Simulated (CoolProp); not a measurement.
Vapour-liquid equilibrium of propylene (1) + R134a (2) at 297.1 K; x and y are mole fractions of (1).

Model: multi-fluid Helmholtz-energy mixture model, Lemmon 2013 and Tillner-Roth 1994; pair parameters Bell 2016, in CoolProp.

| x | bubble pressure, mixture model (MPa) | bubble pressure, Raoult's law (MPa) | y, mixture model | y, Raoult's law |
|---|---|---|---|---|
| 0.05 | 0.7271 | 0.6688 | 0.138 | 0.084 |
| 0.2 | 0.9200 | 0.7408 | 0.386 | 0.304 |
| 0.35 | 1.046 | 0.8127 | 0.522 | 0.484 |
| 0.5 | 1.125 | 0.8847 | 0.616 | 0.636 |
| 0.65 | 1.171 | 0.9566 | 0.700 | 0.764 |
| 0.8 | 1.186 | 1.029 | 0.796 | 0.875 |
| 0.95 | 1.153 | 1.101 | 0.934 | 0.971 |

The largest gap from Raoult's law is +28.7 % in bubble pressure, at x = 0.35. y crosses x between x = 0.65 and 0.8: the model has an azeotrope there.

Pair parameters are fitted to limited data, so mixtures are less certain than the pure fluids.
